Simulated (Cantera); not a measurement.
What does this Cantera script print?

```python
import numpy as np
import cantera as ct

gas_names = """
    CL CL2 H HCL H2 Si SiCL SiCL2 SiCL3 SiCL4 SiH SiHCL3 SiH2 SiH2CL2 SiH3 SiH3CL SiH4 Si2 Si3
""".split()
cond_names = """
    Si(cr) Si(L)
""".split()


# ... load() reads the species with a 1 bar reference pressure and builds the phases ...
atoms = {
    'Si': {'Si': 1},
    'Cl2': {'CL': 2},
    'H2': {'H': 2},
}
top_T = {}  # K; cautious upper limits of use, not melting points


# ... equilibrate(T, P, feed) seeds the gas with the atoms and calls Mixture.equilibrate('TP', solver="vcs", rtol=1e-11, max_steps=5000) ...
results = []
T = 1100  # K
P = 320000  # Pa
for m in [0.5, 0.61, 0.74, 0.9, 1.1, 1.3, 1.6, 2, 2.4]:
    feed = {'Si': 1, 'Cl2': m, 'H2': 7}  # mol
    mix = equilibrate(T, P, feed)
    results.append((T, P, feed, dict(zip(mix.species_names, mix.species_moles))))

top = {s: max(r[3][s] / sum(r[3][g] for g in gas_names) for r in results) for s in gas_names}
cols = sorted((s for s in top if top[s] > 1e-06), key=lambda s: -top[s])[:9]
seen = [c for c in cond_names if any(r[3].get(c, 0) > 1e-12 for r in results)]
print("log10 of partial pressures in bar; condensed amounts in mol")
print(f"{'n(Cl2)':>10s}" + "".join(f"{s[:9]:>10s}" for s in cols + seen))
for T, P, feed, n in results:
    ng = sum(n[g] for g in gas_names)
    print(f"{feed['Cl2']:10.4g}" + "".join(f"{np.log10(max(n[s] / ng * P / 1e5, 1e-99)):10.3f}" for s in cols)
          + "".join(f"{n.get(c, 0):10.4g}" for c in seen))
```

Result:

```
log10 of partial pressures in bar; condensed amounts in mol
    n(Cl2)        H2       HCL     SiCL4    SiHCL3   SiH2CL2     SiCL3     SiCL2    SiH3CL      SiH4    Si(cr)
       0.5     0.483    -1.416    -1.296    -1.228    -2.082    -2.723    -3.006    -3.513    -5.311    0.7262
      0.61     0.479    -1.392    -1.192    -1.153    -2.035    -2.645    -2.954    -3.493    -5.320    0.6644
      0.74     0.474    -1.370    -1.094    -1.081    -1.990    -2.571    -2.904    -3.475    -5.329    0.5916
       0.9     0.468    -1.348    -0.995    -1.010    -1.947    -2.497    -2.855    -3.459    -5.340    0.5023
       1.1     0.461    -1.327    -0.897    -0.940    -1.904    -2.423    -2.806    -3.445    -5.355     0.391
       1.3     0.454    -1.310    -0.816    -0.883    -1.871    -2.363    -2.766    -3.435    -5.368    0.2802
       1.6     0.444    -1.291    -0.718    -0.814    -1.832    -2.289    -2.717    -3.426    -5.389    0.1145
         2     0.429    -0.943    -0.537    -0.996    -2.376    -2.463    -3.246    -4.334    -6.659         0
       2.4     0.394    -0.464    -0.465    -1.439    -3.333    -2.888    -4.168    -5.805    -8.644         0
```

Equilibrium computed with Cantera from the NASA thermochemical tables; the gas is ideal and each condensed phase is pure. The tables' values for SiCl3 are old estimates; treat these amounts as uncertain.
